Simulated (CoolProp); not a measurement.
A single-stage vapour-compression cycle with R236EA: evaporating at 313.15 K (dew point), condensing at 358.15 K (bubble point), superheat 8 K, subcooling 2 K, compressor efficiency 0.7, no pressure losses. Each further row changes one setting.

Model: reference Helmholtz-energy equation of state, Rui 2013, in CoolProp.

```csv
case,cooling COP,pressure ratio,discharge temperature (K),refrigerating effect (kJ/kg),volumetric capacity (kJ/m³)
as stated,3.63,3.34,362.1,97.1,2050
evaporating temperature 318.15 K,4.30,2.87,362.5,101,2470
condensing temperature 353.15 K,4.29,2.97,357.7,104,2200
subcooling 7 K,3.90,3.34,362.1,104,2200
superheat 18 K,3.79,3.34,371.8,107,2160
compressor efficiency 0.6,3.11,3.34,366.1,97.1,2050
```
